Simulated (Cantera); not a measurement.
Cantera run:

```python
import numpy as np
import cantera as ct

gas_names = [...]  # 105 gases of nasa_gas.yaml made of C, H, N, Si
cond_names = """
    C(gr) C6H6(L) C7H8(L) C8H18(L),n-octa Si(cr) Si(L) SiC(b) Si3N4(a)
""".split()


# ... load() reads the species with a 1 bar reference pressure and builds the phases ...
atoms = {
    'Si3N4': {'Si': 3, 'N': 4},
    'C': {'C': 1},
    'H2': {'H': 2},
    'Si': {'Si': 1},
}
top_T = {'C(gr)': 4500, 'SiC(b)': 3050, 'Si3N4(a)': 2400}  # K; cautious upper limits of use, not melting points


# ... equilibrate(T, P, feed) seeds the gas with the atoms and calls Mixture.equilibrate('TP', solver="vcs", rtol=1e-11, max_steps=5000) ...
results = []
feed = {'Si3N4': 1, 'C': 0.11, 'H2': 0.16, 'Si': 0.0092}  # mol
P = 240000  # Pa
for T in [1698, 1748, 1798, 1848, 1898, 1948, 1998, 2048, 2098, 2148, 2198]:
    mix = equilibrate(T, P, feed)
    results.append((T, P, feed, dict(zip(mix.species_names, mix.species_moles))))

top = {s: max(r[3][s] / sum(r[3][g] for g in gas_names) for r in results) for s in gas_names}
cols = sorted((s for s in top if top[s] > 1e-05), key=lambda s: -top[s])[:9]
seen = [c for c in cond_names if any(r[3].get(c, 0) > 1e-12 for r in results)]
print("log10 of partial pressures in bar; condensed amounts in mol")
print(f"{'T/K':>10s}" + "".join(f"{s[:9]:>10s}" for s in cols + seen))
for T, P, feed, n in results:
    ng = sum(n[g] for g in gas_names)
    print(f"{T:10.4g}" + "".join(f"{np.log10(max(n[s] / ng * P / 1e5, 1e-99)):10.3f}" for s in cols)
          + "".join(f"{n.get(c, 0):10.4g}" for c in seen))
```

Result:

```
log10 of partial pressures in bar; condensed amounts in mol
       T/K        N2        H2         H       HCN       CH4        Si      SiH2       HNC       SiH     Si(L)    SiC(b)  Si3N4(a)
      1698    -0.151     0.227    -3.726    -2.455    -2.555    -7.964    -6.409    -3.982    -7.658         0    0.1094    0.9666
      1748    -0.151     0.227    -3.527    -2.489    -2.783    -7.360    -5.983    -3.962    -7.122         0    0.1095    0.9666
      1798    -0.151     0.228    -3.340    -2.521    -2.999    -6.790    -5.581    -3.944    -6.616         0    0.1096    0.9665
      1848    -0.151     0.228    -3.162    -2.551    -3.202    -6.252    -5.202    -3.926    -6.139         0    0.1097    0.9665
      1898    -0.151     0.228    -2.993    -2.579    -3.395    -5.742    -4.844    -3.909    -5.688         0    0.1097    0.9665
      1948    -0.151     0.227    -2.833    -2.606    -3.577    -5.259    -4.504    -3.893    -5.260         0    0.1097    0.9665
      1998    -0.151     0.227    -2.681    -2.631    -3.749    -4.801    -4.182    -3.878    -4.854         0    0.1097    0.9665
      2048    -0.150     0.227    -2.536    -2.654    -3.913    -4.366    -3.876    -3.863    -4.469         0    0.1098    0.9665
      2098    -0.150     0.227    -2.398    -2.676    -4.069    -3.952    -3.585    -3.848    -4.102         0    0.1098    0.9665
      2148    -0.001     0.144    -2.308    -2.564    -4.282    -3.658    -3.490    -3.701    -3.895   0.07111    0.1097    0.9428
      2198     0.239    -0.183    -2.346    -2.468    -4.916    -3.442    -3.712    -3.571    -3.885      0.53    0.1091    0.7899
```

Equilibrium computed with Cantera from the NASA thermochemical tables; the gas is ideal and each condensed phase is pure. Mutual solubility and eutectic melting of coexisting phases are not modelled. The tables' values for SiN are old estimates; treat these amounts as uncertain. Gases not in the tables: Si2H6 and higher silanes.
